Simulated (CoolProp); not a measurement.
Vapour-liquid equilibrium of ethane (1) + propane (2) at 1240 kPa; x and y are mole fractions of (1).

Model: multi-fluid Helmholtz-energy mixture model, Bücker 2006 and Lemmon 2009; pair parameters Kunz 2012, in CoolProp.

```csv
x,bubble temperature (K),y at the bubble point,dew temperature at overall composition x (K),liquid density (mol/L)
0.05,304.1,0.130,307.1,11.01
0.2,291.1,0.431,301.3,11.72
0.35,280.3,0.636,294.9,12.38
0.5,271.0,0.777,287.7,13.02
0.65,263.0,0.874,279.4,13.64
0.8,256.1,0.941,269.2,14.24
0.95,250.1,0.988,255.1,14.82
```

No azeotrope shows between x = 0.05 and 0.95.

Pair parameters are fitted to limited data, so mixtures are less certain than the pure fluids.
